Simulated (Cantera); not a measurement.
Input: 1 mol MgO, 0.048 mol HCl, 0.14 mol H₂, at 1402 °C and 0.180 bar.

These are equilibrium values from Cantera (NASA tables, ideal gas, pure condensed phases), not measurements of a reactor. Candidate condensed phases: H₂O, Mg, MgCl₂, MgO, Mg(OH)₂; 22 gas species. The numbers say what is thermodynamically allowed, not how fast it happens.

Problem. What is the equilibrium state?

Solution. 
```
Quantity                              Result
--------------------------------  ----------
x(H₂)                                  0.744
x(HCl)                                 0.201
x(H₂O)                                0.0269
x(MgCl₂)                              0.0269
x(H)                                0.000236
x(Cl)                                4.99e-5
x(MgCl)                              1.29e-5
x(Mg)                                8.79e-6
n(MgO(s))                          0.995 mol
gas amount                        0.1880 mol
log10 activity of Mg(l) (absent)       -6.70
```
